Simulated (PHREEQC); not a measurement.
A PHREEQC input (ion-association model, phreeqc.dat):

```
SOLUTION 1
  temp 25
  units mg/L
  pH 7.92 charge
  pe 8.9
  Na 354
  K 26.5
  Ca 121
  Mg 4.61
  Cl 248
  S(6) 263 as SO4
  Alkalinity 587 as HCO3
  Si 2.83 as SiO2
  Ba 2.75
END
USE solution 1
EQUILIBRIUM_PHASES 1
  Quartz 0 0.5
  CO2(g) -2.5 10
END
```

It stops with these messages:

```
ERROR: pH adustment cannot attain charge balance when alkalinity is fixed.
ERROR: Program terminating due to input errors.
```

The fault: pH asked from the charge balance while alkalinity is fixed. The line should read `pH 7.92` where the input has `pH 7.92 charge`. With the mend the run ends at pH 8.21 and ionic strength 0.0261 mol/kgw.
